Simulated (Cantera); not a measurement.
Gas mixture: CO = 0.13 (molar parts), at 0.987 atm, frozen composition.

Cantera's kinetic-theory transport with the Lennard-Jones parameters of GRI-Mech 3.0, ideal gas; thermal conductivity in the multicomponent form.

One state of this run: ρ (kg/m³) = 0.374; cp (J/kg/K) = 1164; μ (µPa s) = 38.1; λ (mW/m/K) = 61.9; Pr = 0.716; D (cm²/s) NO = 1.34; D (cm²/s) H2 = 4.93; D (cm²/s) O = 2.10. D: mixture-averaged diffusion coefficient of that species in the mixture.

Q: Which value of T (K) does it belong to?
(A) 900
(B) 500
(C) 800
(D) 700

A: A, 900
